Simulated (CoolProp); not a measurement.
Values from CoolProp's reference Helmholtz-energy equation of state, de Reuck 1990.

**Question.** Give the vapour pressure (MPa), liquid density (kg/m³), vapour density (kg/m³), enthalpy of vaporisation (kJ/kg) of saturated fluorine at 106.3, 129.5, 133.4 K.

**Answer.** 
```tsv
T (K)	p (MPa)	liquid density (kg/m³)	vapour density (kg/m³)	enthalpy of vaporisation (kJ/kg)
106.3	0.689	1340	33.9	150
129.5	2.68	1090	140	106
133.4	3.23	1030	176	93.8
```
